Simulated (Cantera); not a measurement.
Input: 1 mol B, 1.4 mol O₂, at 1573 K and 0.000510 bar.

Cantera equilibrium calculation (NASA polynomials, part measured and part estimated; ideal gas, pure solids and liquids). Candidate condensed phases: B, B₂O₃; 10 gas species. Kinetics and transport are ignored.

Base state: O₂ 0.813, B₂O₃ 0.176, BO₂ 0.0103, O 0.000417 (mole fractions); condensed: B₂O₃(l).

**Question.** What changes in the equilibrium state with this change: temperature from 1573 K to 1023 K?

**Answer.** 
| species | before | after |
|---|---|---|
| O₂ | 0.813 | 1.00 |
| B₂O₃ | 0.176 | 1.93e-8 |
| O | 0.000417 | 1.38e-8 |
| BO₂ | 0.0103 | 1.37e-8 |
| B₂O₃(l), mol | 0.356 | 0.500 |
